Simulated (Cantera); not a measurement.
A Cantera script and what it prints.

```python
import numpy as np
import cantera as ct

gas_names = """
    CL CL2 H HCL H2 Si SiCL SiCL2 SiCL3 SiCL4 SiH SiHCL3 SiH2 SiH2CL2 SiH3 SiH3CL SiH4 Si2 Si3
""".split()
cond_names = """
    Si(cr) Si(L)
""".split()


def load(file, names, dense=False):
    # The tables refer to 1 bar. Condensed volumes are neglected.
    table = {s.name: s for s in ct.Species.list_from_file(file)}
    out = []
    for n in names:
        d = dict(table[n].input_data)
        d["thermo"] = dict(d["thermo"], **{"reference-pressure": 1e5})
        if dense:
            d["equation-of-state"] = {"model": "constant-volume", "density": "1e6 g/cm^3"}
        out.append(ct.Species.from_dict(d))
    return out


gas = ct.Solution(thermo="ideal-gas", species=load("nasa_gas.yaml", gas_names))
cond = {s.name: ct.Solution(thermo="fixed-stoichiometry", species=[s], name=s.name)
        for s in load("nasa_condensed.yaml", cond_names, dense=True)}
atoms = {
    'SiCl4': {'Si': 1, 'CL': 4},
    'Cl2': {'CL': 2},
    'H2': {'H': 2},
}
top_T = {}  # K; cautious upper limits of use, not melting points


def equilibrate(T, P, feed):
    n = {}
    for name, mol in feed.items():
        for a, k in atoms[name].items():
            n[a] = n.get(a, 0.0) + k * mol
    gas.TPX = T, P, n
    mass = sum(n.values()) * gas.mean_molecular_weight
    gas.equilibrate("TP")
    valid = [c for c in cond.values() if c.min_temp <= T <= top_T.get(c.name, c.max_temp)]
    mix = ct.Mixture([(gas, mass / gas.mean_molecular_weight)] + [(c, 0.0) for c in valid])
    mix.T, mix.P = T, P
    mix.equilibrate("TP", solver="vcs", rtol=1e-11, max_steps=5000)
    return mix


results = []
feed = {'SiCl4': 1, 'Cl2': 2.7, 'H2': 3.1}  # mol
T = 775  # K
P = 13332.2  # Pa
mix = equilibrate(T, P, feed)
results.append((T, P, feed, dict(zip(mix.species_names, mix.species_moles))))
print(gas.report(threshold=0.001))
for i in range(1, mix.n_phases):
    print(f"{mix.phase(i).name:16s} {mix.phase_moles(i):12.5e} mol")
```

Result:

```
       temperature   775 K
          pressure   13332 Pa
           density   0.11184 kg/m^3
  mean mol. weight   54.054 kg/kmol
   phase of matter   gas

                          1 kg             1 kmol
                     ---------------   ---------------
          enthalpy       -2.8074e+06       -1.5175e+08  J
   internal energy       -2.9266e+06       -1.5819e+08  J
           entropy            4896.3        2.6466e+05  J/K
    Gibbs function        -6.602e+06       -3.5686e+08  J
 heat capacity c_p            762.77             41230  J/K
 heat capacity c_v            608.95             32916  J/K

                      mass frac. Y      mole frac. X     chem. pot. / RT
                     ---------------   ---------------   ---------------
               HCL           0.53562           0.79412           -40.247
                H2         0.0021936          0.058816           -21.759
             SiCL4           0.46217           0.14705           -150.56
     [  +16 minor]        1.7741e-05        7.0803e-06

Si(cr)            0.00000e+00 mol
```

Cantera equilibrium calculation (NASA polynomials, part measured and part estimated; ideal gas, pure solids and liquids).
